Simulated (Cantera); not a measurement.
A closed system holds: 1 mol SiH4, 0.098 mol CH4, 4 mol H2, at 16000 Pa.

Method: chemical equilibrium by Gibbs-energy minimisation in Cantera with the NASA 1993 tables (ideal gas, pure condensed phases). Candidate condensed phases: C, C6H6, C7H8, C8H18, Si, SiC; 87 gas species. Mutual solubility and eutectic melting of coexisting phases are not modelled. Gases not in the tables: Si2H6 and higher silanes. Equilibrium is a limit: real reactors are often held back by kinetics, nucleation or transport.

Problem. Which condensed phases are stable at each of these points (T (K)): 998, 1148, 1298, 1448, 1598, 1748, 1898?

Solution. 
```json
[
 {"T (K)": "998", "condensed phases": "Si(s) + SiC(s)", "Si condensed (%)": "100.0"},
 {"T (K)": "1148", "condensed phases": "Si(s) + SiC(s)", "Si condensed (%)": "100.0"},
 {"T (K)": "1298", "condensed phases": "Si(s) + SiC(s)", "Si condensed (%)": "100.0"},
 {"T (K)": "1448", "condensed phases": "Si(s) + SiC(s)", "Si condensed (%)": "100.0"},
 {"T (K)": "1598", "condensed phases": "Si(s) + SiC(s)", "Si condensed (%)": "100.0"},
 {"T (K)": "1748", "condensed phases": "Si(l) + SiC(s)", "Si condensed (%)": "100.0"},
 {"T (K)": "1898", "condensed phases": "Si(l) + SiC(s)", "Si condensed (%)": "99.9"}
]
```

From 998 K to 1598 K the condensed part is Si(s) + SiC(s). From 1748 K to 1898 K the condensed part is Si(l) + SiC(s).
